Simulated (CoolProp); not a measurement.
A Linde-Hampson liquefier for carbon monoxide: isothermal reversible compression at 290 K from 1 atm to 30 MPa, throttling to 1 atm, return gas leaving the recuperator 10 K below the feed. Each further row changes one setting.

Model: reference Helmholtz-energy equation of state, Lemmon 2006, in CoolProp. It is a short technical equation, of lower accuracy than the large ones.

```
case                        liquid yield per pass  compression work (kJ/kg of gas)
--------------------------  ---------------------  -------------------------------
as stated                                   0.090                              490
high pressure 60 MPa                        0.081                              567
warm-end temperature 320 K                  0.062                              546
warm-end gap 15 K                           0.079                              490
```
